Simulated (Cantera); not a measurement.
Feed: 1 mol PbO, 1700 mol H2, 1 mol H2O, equilibrated at 1898.15 K and 67.0 Pa.

These are equilibrium values from Cantera (NASA tables, ideal gas, pure condensed phases), not measurements of a reactor. Candidate condensed phases: H2O, Pb, PbO, PbO2, Pb3O4; 12 gas species. Equilibrium is a limit: real reactors are often held back by kinetics, nucleation or transport.

Question: What is the equilibrium state?

Answer: 
| Property | Result |
|---|---|
| x(H2) | 0.969 |
| x(H) | 0.0298 |
| x(H2O) | 0.00115 |
| x(Pb) | 0.000579 |
| x(OH) | 2.90e-6 |
| gas amount | 1728 mol |
| log10 activity of Pb(l) (absent) | -6.11 |
